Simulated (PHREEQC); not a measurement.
A solution holds 0.011 mol H2SO4, 0.032 mol FeSO4 and 0.0037 mol MgSO4 per kg of water, at 15 °C and 300 atm. Closed to the air; pH follows from the charge balance.

Equilibrium calculation in PHREEQC: ion-association model, phreeqc.dat.

The pH is 1.97 and the ionic strength is 0.118 mol/kgw. The specific conductance is 7180 µS/cm, the density comes out as 1.019 g/cm³ and the total alkalinity is -22.0 meq/kg.

| species | molality | activity | log γ |
|---|---|---|---|
| SO4-2 | 0.0282 | 0.0103 | -0.440 |
| Fe+2 | 0.0228 | 0.00897 | -0.406 |
| H+ | 0.0130 | 0.0107 | -0.084 |
| FeSO4 | 0.00807 | 0.00829 | 0.012 |
| HSO4- | 0.00792 | 0.00616 | -0.109 |
| Mg+2 | 0.00229 | 0.000920 | -0.396 |
| MgSO4 | 0.00141 | 0.00145 | 0.012 |
| FeHSO4+ | 0.00109 | 0.000848 | -0.109 |

No solid was allowed to form. Complexes and solids missing from the database can't appear. Under pressure, the constants of complexes without a molar volume in the database are unreliable.
